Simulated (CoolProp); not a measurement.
Nitrogen at 298.15 K and 0.37 MPa flows at 7.2 m/s in a round tube of 25 mm bore and 15 µm roughness, fully developed (64/Re and Nu = 3.66 if laminar; Colebrook and Gnielinski if turbulent). Each further row changes one setting.

Model: reference Helmholtz-energy equation of state, Span 2000, in CoolProp.

```tsv
case	Reynolds number	Darcy friction factor	pressure drop (Pa/m)	heat-transfer coefficient (W/(m² K))	mass flow (kg/h)
as stated	42200	0.0235	102	105	53.2
velocity 14.4 m/s	84400	0.0212	367	189	106
diameter 50 mm	84400	0.0200	43.4	88.9	213
```

Viscosity comes from a separate model (Lemmon 2004). Thermal conductivity comes from a separate model (Lemmon 2004).
